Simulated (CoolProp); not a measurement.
R113 at 293.15 K and 2.29 MPa is throttled through a valve to 0.367 MPa with no heat exchange. Each further row changes one setting.

The numbers come from the reference Helmholtz-energy equation of state, Marx 1992 in CoolProp.

```
case                       temperature change (K)
-------------------------  ----------------------
as stated                              (withheld)
outlet pressure 0.11 MPa               (withheld)
outlet pressure 0.477 MPa              (withheld)
```

### Question
Complete the blanks.

### Answer

- as stated, temperature change (K): +0.8
- outlet pressure 0.11 MPa, temperature change (K): +0.9
- outlet pressure 0.477 MPa, temperature change (K): +0.7
